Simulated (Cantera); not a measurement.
A closed system holds: 1 mol CuO, 13 mol H₂, 0.083 mol H₂O, at 1748 K and 0.0960 bar.

Cantera equilibrium calculation (NASA polynomials, part measured and part estimated; ideal gas, pure solids and liquids). Candidate condensed phases: Cu, CuO, Cu(OH)₂, Cu₂O, H₂O; 12 gas species. Equilibrium is a limit: real reactors are often held back by kinetics, nucleation or transport.

Base state: H₂ 0.914, H₂O 0.0825, Cu 0.00304, H 0.000705 (mole fractions); condensed: Cu(l).

What changes in the equilibrium state with this change: temperature from 1748 K to 1925 K?


```
species       before    after
----------  --------  -------
H₂             0.914    0.894
H₂O           0.0825   0.0808
Cu           0.00304   0.0217
H           0.000705  0.00292
Cu₂          4.61e-6  6.87e-5
OH           3.71e-6  2.28e-5
Cu(l), mol     0.960    0.707
```
